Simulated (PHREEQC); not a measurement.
## Ultrapure water in contact with air or piping: speciation

A made-up water analysis in mg/L, 20 °C, pH 6.73, pe 10.9:

```
constituent             mg/L
------------------  --------
Na                    0.0067
K                    0.00688
Ca                    0.0165
Mg                  0.000905
Cl                    0.0141
S(6) as SO4           0.0178
Alkalinity as HCO3    0.0335
Br                    0.0013
Pb                  0.000293
Cu(2)               0.000577
```

Valence states are taken as typed.

Computed with PHREEQC (ion-association model, wateq4f.dat).

No solid was allowed to form.

### Question
What charge-balance error does the model give?

### Answer
charge-balance error 1.7 %.

### Question
In which forms is Cu present?

### Answer
Cu+2 60 %, Cu(OH)2 36 %, CuOH+ 3.2 % of the Cu.

Complexes and solids missing from the database can't appear. The database's constant for dissolved Cu(OH)2 is higher than later reviews accept.
